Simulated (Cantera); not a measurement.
Input: 1 mol SiO₂, 1.1 mol H₂, 0.16 mol H₂O, held at 0.110 bar.

These are equilibrium values from Cantera (NASA tables, ideal gas, pure condensed phases), not measurements of a reactor. Candidate condensed phases: H₂O, Si, SiO₂; 18 gas species. The tables hold silica as quartz up to 1696 K and as liquid above; real silica turns to tridymite and cristobalite and melts near 1996 K. Gases not in the tables: Si(OH)₄. Equilibrium is a limit: real reactors are often held back by kinetics, nucleation or transport.

Question: Which condensed phases are stable at each of these points (T (°C)): 1152, 1202, 1252, 1302, 1352, 1402, 1452, 1502, 1552, 1602, 1652?

Answer: 
```json
[
 {"T (°C)": "1152", "condensed phases": "SiO₂(β-quartz)", "Si condensed (%)": "100.0"},
 {"T (°C)": "1202", "condensed phases": "SiO₂(β-quartz)", "Si condensed (%)": "100.0"},
 {"T (°C)": "1252", "condensed phases": "SiO₂(β-quartz)", "Si condensed (%)": "100.0"},
 {"T (°C)": "1302", "condensed phases": "SiO₂(β-quartz)", "Si condensed (%)": "100.0"},
 {"T (°C)": "1352", "condensed phases": "SiO₂(β-quartz)", "Si condensed (%)": "100.0"},
 {"T (°C)": "1402", "condensed phases": "SiO₂(β-quartz)", "Si condensed (%)": "100.0"},
 {"T (°C)": "1452", "condensed phases": "SiO₂(condensed)", "Si condensed (%)": "100.0"},
 {"T (°C)": "1502", "condensed phases": "SiO₂(condensed)", "Si condensed (%)": "100.0"},
 {"T (°C)": "1552", "condensed phases": "SiO₂(condensed)", "Si condensed (%)": "100.0"},
 {"T (°C)": "1602", "condensed phases": "SiO₂(condensed)", "Si condensed (%)": "99.9"},
 {"T (°C)": "1652", "condensed phases": "SiO₂(condensed)", "Si condensed (%)": "99.8"}
]
```

From 1152 °C to 1402 °C the condensed part is SiO₂(β-quartz). From 1452 °C to 1652 °C the condensed part is SiO₂(condensed).
